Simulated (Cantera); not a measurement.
A closed system holds: 1 mol Si2Cl6, 1.1 mol NH3, a varied amount of N2, held at 1625 K and 26.0 Pa.

Cantera equilibrium calculation (NASA polynomials, part measured and part estimated; ideal gas, pure solids and liquids). Candidate condensed phases: NH4Cl, Si, Si3N4; 28 gas species. The feed counts by its element totals alone. The tables' values for SiCl3, SiCl are old estimates; treat these amounts as uncertain. Equilibrium is a limit: real reactors are often held back by kinetics, nucleation or transport.

log p: log10 of the partial pressure in bar; nothing condenses.

```tsv
n(N2) (mol)	log p N2	log p SiCl2	log p HCl	log p H2	log p Cl	log p SiCl3	log p H
8.3	-3.77	-4.42	-4.43	-4.89	-6.24	-6.33	-6.60
11	-3.73	?	?	?	-6.28	-6.45	-6.64
14	-3.71	-4.57	-4.58	-5.04	-6.31	-6.56	-6.67
19	-3.68	?	?	?	-6.36	-6.71	-6.72
24	-3.66	-4.75	-4.76	-5.23	-6.40	-6.83	-6.76
32	-3.64	-4.86	-4.87	-5.33	-6.46	-6.99	-6.82
41	-3.63	-4.95	-4.96	-5.43	-6.50	-7.13	-6.86
54	-3.62	-5.06	-5.07	-5.53	-6.56	-7.29	-6.92
70	-3.61	-5.17	-5.18	-5.64	-6.61	-7.45	-6.97
```

### Question
Some entries are withheld; supply them.

### Answer

- 11, log p SiCl2: -4.50
- 11, log p HCl: -4.51
- 11, log p H2: -4.97
- 19, log p SiCl2: -4.67
- 19, log p HCl: -4.68
- 19, log p H2: -5.14
